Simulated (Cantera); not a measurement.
Charge: 1 mol Al, 0.16 mol H2O, 4 mol H2, at 1.33 mbar.

Method: chemical equilibrium by Gibbs-energy minimisation in Cantera with the NASA 1993 tables (ideal gas, pure condensed phases). Candidate condensed phases: Al, Al2O3, H2O; 19 gas species. Mutual solubility and eutectic melting of coexisting phases are not modelled. The numbers say what is thermodynamically allowed, not how fast it happens.

log p: log10 of the partial pressure in bar; n: condensed amount in mol.

```json
[
 {"T (K)": "1298", "log p H2": "-2.88", "log p Al": "-6.55", "log p Al2O": "-7.08", "log p H": "-7.41", "n Al(l)": "0.892", "n Al2O3(s)": "0.0532"},
 {"T (K)": "1348", "log p H2": "-2.88", "log p Al": "-6.09", "log p Al2O": "-6.51", "log p H": "-7.07", "n Al(l)": "0.889", "n Al2O3(s)": "0.0530"},
 {"T (K)": "1398", "log p H2": "-2.88", "log p Al": "-5.66", "log p Al2O": "-5.99", "log p H": "-6.76", "n Al(l)": "0.882", "n Al2O3(s)": "0.0523"},
 {"T (K)": "1448", "log p H2": "-2.88", "log p Al": "-5.26", "log p Al2O": "-5.50", "log p H": "-6.47", "n Al(l)": "0.862", "n Al2O3(s)": "0.0500"},
 {"T (K)": "1498", "log p H2": "-2.88", "log p Al": "-4.89", "log p Al2O": "-5.05", "log p H": "-6.21", "n Al(l)": "0.813", "n Al2O3(s)": "0.0439"},
 {"T (K)": "1548", "log p H2": "-2.89", "log p Al": "-4.55", "log p Al2O": "-4.63", "log p H": "-5.96", "n Al(l)": "?", "n Al2O3(s)": "0.0277"},
 {"T (K)": "1598", "log p H2": "-2.91", "log p Al": "-4.22", "log p Al2O": "-4.33", "log p H": "-5.73", "n Al(l)": "?", "n Al2O3(s)": "0"},
 {"T (K)": "1648", "log p H2": "-2.93", "log p Al": "-3.92", "log p Al2O": "-4.35", "log p H": "-5.52", "n Al(l)": "?", "n Al2O3(s)": "0"},
 {"T (K)": "1698", "log p H2": "-2.96", "log p Al": "-3.75", "log p Al2O": "-4.37", "log p H": "-5.32", "n Al(l)": "0", "n Al2O3(s)": "0"},
 {"T (K)": "1748", "log p H2": "-2.96", "log p Al": "-3.75", "log p Al2O": "-4.37", "log p H": "-5.12", "n Al(l)": "0", "n Al2O3(s)": "0"}
]
```

Task: What belongs in the gaps?

Result: 
- 1548, n Al(l): 0.695
- 1598, n Al(l): 0.470
- 1648, n Al(l): 0.238
